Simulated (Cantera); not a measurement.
An isothermal, constant-pressure homogeneous reactor starts with CH4 : N2 = 1 : 1.1 (molar parts), at 1075 K and 0.000306 atm. Integrator tolerance rtol = 1e-08.

Cantera simulation using GRI-Mech 3.0 (53 species, 325 reactions); the numbers are that mechanism's predictions, not measurements. GRI-Mech 3.0 stops at C3 and has no aromatics, soot or wall deposition, so with more carbon than oxygen in the feed, carbon stays in small species such as C2H2 where larger ones or solid carbon would form. Radical loss at walls, strong at low pressure, is not modelled.

Question: What does this change do: temperature 1075 to 2023 K?

Answer: 
```csv
quantity,before,after
x(CH4) at 20.0 s,0.476 (gas-phase equilibrium 0.0177),7.98e-6 (gas-phase equilibrium 3.64e-7)
x(C2H6) at 20.0 s,<1e-12 (gas-phase equilibrium 2.21e-7),1.26e-12 (gas-phase equilibrium <1e-12)
x(HCN) at 20.0 s,<1e-12 (gas-phase equilibrium 0.0595),0.000132 (gas-phase equilibrium 0.115)
x(H) at 20.0 s,<1e-12 (gas-phase equilibrium 5.72e-7),0.0232 (gas-phase equilibrium 0.0713)
x(CH3) at 20.0 s,1.63e-8 (gas-phase equilibrium 3.94e-7),7.80e-6 (gas-phase equilibrium 1.18e-6)
x(C2H4) at 20.0 s,<1e-12 (gas-phase equilibrium 0.00190),6.60e-7 (gas-phase equilibrium 7.67e-8)
x(H2) at 20.0 s,8.16e-9 (gas-phase equilibrium 0.465),0.467 (gas-phase equilibrium 0.431)
```
